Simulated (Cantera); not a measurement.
**Premixed flame**

A freely propagating, adiabatic, planar premixed flame of 10.8 % CH₄, 0.593 % CO, 12.9 % O₂, 75.7 % N₂, unburnt at 350 K and 10.0 bar; mixture-averaged transport, grid criteria slope 0.08 and curve 0.16, no radiation.

Detailed kinetics in Cantera: GRI-Mech 3.0 (53 species, 325 reactions). Burning velocities carry a grid error of a few per cent, more on coarse grids.

```json
[
 {"z (mm)": "-2.15", "T (K)": "351", "u (m/s)": "0.0193", "x CH₄": "0.108", "x CO": "0.00593", "x O₂": "0.129", "x NO₂": "<1e-8", "x C₂H₂": "4.05e-8", "x H₂O₂": "7.54e-8"},
 {"z (mm)": "-1.43", "T (K)": "357", "u (m/s)": "0.0197", "x CH₄": "0.107", "x CO": "0.00604", "x O₂": "0.128", "x NO₂": "<1e-8", "x C₂H₂": "6.38e-7", "x H₂O₂": "8.65e-7"},
 {"z (mm)": "-1.07", "T (K)": "379", "u (m/s)": "0.0210", "x CH₄": "0.105", "x CO": "0.00650", "x O₂": "0.126", "x NO₂": "<1e-8", "x C₂H₂": "3.52e-6", "x H₂O₂": "3.79e-6"},
 {"z (mm)": "-0.716", "T (K)": "473", "u (m/s)": "0.0263", "x CH₄": "0.0981", "x CO": "0.00883", "x O₂": "0.119", "x NO₂": "<1e-8", "x C₂H₂": "2.18e-5", "x H₂O₂": "1.81e-5"},
 {"z (mm)": "-0.358", "T (K)": "765", "u (m/s)": "0.0431", "x CH₄": "0.0782", "x CO": "0.0179", "x O₂": "0.0930", "x NO₂": "<1e-8", "x C₂H₂": "0.000112", "x H₂O₂": "7.12e-5"},
 {"z (mm)": "-0.179", "T (K)": "1025", "u (m/s)": "0.0582", "x CH₄": "0.0597", "x CO": "0.0277", "x O₂": "0.0664", "x NO₂": "<1e-8", "x C₂H₂": "0.000226", "x H₂O₂": "0.000103"},
 {"z (mm)": "0", "T (K)": "1312", "u (m/s)": "0.0749", "x CH₄": "0.0382", "x CO": "0.0401", "x O₂": "0.0345", "x NO₂": "<1e-8", "x C₂H₂": "0.000461", "x H₂O₂": "9.72e-6"},
 {"z (mm)": "0.179", "T (K)": "1480", "u (m/s)": "0.0847", "x CH₄": "0.0255", "x CO": "0.0476", "x O₂": "0.0148", "x NO₂": "<1e-8", "x C₂H₂": "0.00114", "x H₂O₂": "6.52e-7"},
 {"z (mm)": "0.358", "T (K)": "1549", "u (m/s)": "0.0888", "x CH₄": "0.0203", "x CO": "0.0500", "x O₂": "0.00649", "x NO₂": "<1e-8", "x C₂H₂": "0.00214", "x H₂O₂": "1.71e-7"},
 {"z (mm)": "0.716", "T (K)": "1585", "u (m/s)": "0.0910", "x CH₄": "0.0173", "x CO": "0.0502", "x O₂": "0.00183", "x NO₂": "<1e-8", "x C₂H₂": "0.00337", "x H₂O₂": "2.88e-8"},
 {"z (mm)": "1.43", "T (K)": "1594", "u (m/s)": "0.0915", "x CH₄": "0.0156", "x CO": "0.0489", "x O₂": "0.000342", "x NO₂": "<1e-8", "x C₂H₂": "0.00417", "x H₂O₂": "<1e-8"},
 {"z (mm)": "2.86", "T (K)": "1590", "u (m/s)": "0.0914", "x CH₄": "0.0139", "x CO": "0.0473", "x O₂": "2.71e-5", "x NO₂": "<1e-8", "x C₂H₂": "0.00480", "x H₂O₂": "<1e-8"},
 {"z (mm)": "5.73", "T (K)": "1582", "u (m/s)": "0.0911", "x CH₄": "0.0121", "x CO": "0.0461", "x O₂": "1.04e-6", "x NO₂": "<1e-8", "x C₂H₂": "0.00536", "x H₂O₂": "<1e-8"}
]
```
x: mole fraction of selected species; z is measured from the peak of heat release.

laminar burning velocity: 1.92 cm/s
thermal thickness: 0.716 mm
peak x(C₂H₂): 0.00562
peak x(H₂O₂): 0.000104
grid points: 97
